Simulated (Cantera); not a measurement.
A freely propagating, adiabatic, planar premixed flame of H₂ : O₂ : N₂ = 1 : 0.263 : 0.989 (molar parts), equivalence ratio 1.9, unburnt at 675 K and 100000 Pa; mixture-averaged transport, grid criteria slope 0.08 and curve 0.16, no radiation.

Model: the H2/O2 subset of GRI-Mech 3.0, which has no nitrogen chemistry, integrated in Cantera. Burning velocities carry a grid error of a few per cent, more on coarse grids.

Task: How do the results move with these cheaper or finer settings: unity-Lewis-number transport; multicomponent transport; multicomponent+Soret transport; grid criteria slope 0.5, curve 1; grid criteria slope 0.25, curve 0.5; grid criteria slope 0.03, curve 0.06?

Result: 
| setting | laminar burning velocity | thermal thickness | peak x(HO₂) | peak x(H₂O₂) | grid points |
|---|---|---|---|---|---|
| as above | 1110 cm/s | 0.473 mm | 0.000207 | 4.48e-6 | 135 |
| unity-Lewis-number transport | 689 cm/s | 0.403 mm | 0.000176 | 2.91e-6 | 123 |
| multicomponent transport | 1090 cm/s | 0.474 mm | 0.000207 | 4.46e-6 | 135 |
| multicomponent+Soret transport | 1050 cm/s | 0.467 mm | 0.000208 | 4.65e-6 | 135 |
| grid criteria slope 0.5, curve 1 | 1540 cm/s | 0.785 mm | 0.000194 | 3.36e-6 | 49 |
| grid criteria slope 0.25, curve 0.5 | 1200 cm/s | 0.551 mm | 0.000201 | 4.12e-6 | 74 |
| grid criteria slope 0.03, curve 0.06 | 1100 cm/s | 0.458 mm | 0.000208 | 4.54e-6 | 290 |
Unity Lewis numbers drop preferential diffusion, which matters most where H2 and H carry the flame; Soret adds thermal diffusion.
